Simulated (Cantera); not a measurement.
A closed system holds: 1 mol CsOH, 1.8 mol H₂, held at 10.0 mbar.

Equilibrium computed with Cantera from the NASA thermochemical tables; the gas is ideal and each condensed phase is pure. Candidate condensed phases: Cs, CsOH, H₂O; 15 gas species. Rates play no part.

x: gas mole fraction; nothing condenses.

```json
[
 {"T (K)": "1350", "x H₂": "0.515", "x Cs": "0.155", "x H₂O": "0.155", "x CsOH": "0.174", "x H": "1.71e-5", "x OH": "?"},
 {"T (K)": "1450", "x H₂": "0.494", "x Cs": "0.181", "x H₂O": "0.181", "x CsOH": "0.144", "x H": "6.65e-5", "x OH": "?"},
 {"T (K)": "1550", "x H₂": "0.476", "x Cs": "0.203", "x H₂O": "0.203", "x CsOH": "0.118", "x H": "0.000217", "x OH": "?"},
 {"T (K)": "1650", "x H₂": "0.461", "x Cs": "0.221", "x H₂O": "0.221", "x CsOH": "0.0964", "x H": "0.000617", "x OH": "?"},
 {"T (K)": "1750", "x H₂": "0.448", "x Cs": "0.236", "x H₂O": "0.236", "x CsOH": "0.0789", "x H": "0.00156", "x OH": "?"},
 {"T (K)": "1850", "x H₂": "0.437", "x Cs": "0.248", "x H₂O": "0.247", "x CsOH": "0.0648", "x H": "0.00356", "x OH": "?"},
 {"T (K)": "1950", "x H₂": "0.426", "x Cs": "0.256", "x H₂O": "0.256", "x CsOH": "0.0535", "x H": "0.00748", "x OH": "?"},
 {"T (K)": "2050", "x H₂": "0.415", "x Cs": "0.263", "x H₂O": "0.262", "x CsOH": "0.0445", "x H": "0.0146", "x OH": "?"},
 {"T (K)": "2150", "x H₂": "0.402", "x Cs": "0.267", "x H₂O": "0.265", "x CsOH": "0.0372", "x H": "0.0267", "x OH": "?"}
]
```

Question: Fill in the missing entries.

Answer: 
- 1350, x OH: 8.36e-8
- 1450, x OH: 5.83e-7
- 1550, x OH: 3.11e-6
- 1650, x OH: 1.34e-5
- 1750, x OH: 4.81e-5
- 1850, x OH: 0.000149
- 1950, x OH: 0.000408
- 2050, x OH: 0.00101
- 2150, x OH: 0.00227
